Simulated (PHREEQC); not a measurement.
Dissolve 0.021 mol/kgw ZnSO4, 0.032 mol/kgw ZnCl2 and 0.00053 mol/kgw HCl at 25 °C. Closed to the air; pH follows from the charge balance.

All values are PHREEQC results (ion-association model, wateq4f.dat), not measurements.

No solid was allowed to form.

Question: Order these Zn species by the share of Zn that they hold, largest first: Zn(SO4)2-2, Zn+2, ZnCl+, ZnSO4, ZnCl2.

Answer: Zn+2 (74 %), ZnSO4 (19 %), ZnCl+ (4.6 %), Zn(SO4)2-2 (1.5 %), ZnCl2 (0.16 %)

The pH is 3.49 and the ionic strength 0.131 mol/kgw. Species that the database lacks are ignored.
